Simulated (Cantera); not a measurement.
# Equilibrium for hydrogen reduction and annealing atmospheres: FeS₂ + H₂

Feed: 1 mol FeS₂, 130 mol H₂, at 1.20 bar.

Cantera equilibrium calculation (NASA polynomials, part measured and part estimated; ideal gas, pure solids and liquids). Candidate condensed phases: Fe, FeS, FeS₂, S; 8 gas species. Rates play no part.

| T (°C) | x H₂ | x H₂S | x SH | x H | x S₂ | x Fe | x S | n Fe(γ) | n Fe(δ) |
|---|---|---|---|---|---|---|---|---|---|
| 1300 | 0.985 | 0.0152 | 0.000115 | 3.68e-5 | 2.96e-5 | 5.48e-7 | 4.53e-7 | 1.000 | 0 |
| 1325 | 0.985 | 0.0152 | 0.000140 | 4.82e-5 | 3.65e-5 | 8.80e-7 | 6.53e-7 | 1.000 | 0 |
| 1350 | 0.985 | 0.0151 | 0.000169 | 6.26e-5 | 4.48e-5 | 1.39e-6 | 9.31e-7 | 1.000 | 0 |
| 1375 | 0.985 | 0.0151 | 0.000203 | 8.07e-5 | 5.46e-5 | 2.17e-6 | 1.31e-6 | 1.000 | 0 |
| 1400 | 0.985 | 0.0150 | 0.000241 | 0.000103 | 6.59e-5 | 3.34e-6 | 1.83e-6 | 0 | 1.000 |
| 1425 | 0.985 | 0.0149 | 0.000286 | 0.000131 | 7.91e-5 | 5.07e-6 | 2.52e-6 | 0 | 0.999 |
| 1450 | 0.985 | 0.0149 | 0.000337 | 0.000165 | 9.43e-5 | 7.60e-6 | 3.44e-6 | 0 | 0.999 |
| 1475 | 0.985 | 0.0148 | 0.000395 | 0.000207 | 0.000112 | 1.13e-5 | 4.65e-6 | 0 | 0.999 |
x: gas mole fraction; n: condensed amount in mol.

From 1300 °C to 1375 °C the condensed part is Fe(γ). From 1400 °C to 1475 °C the condensed part is Fe(δ). The main Fe-bearing gas is Fe throughout.
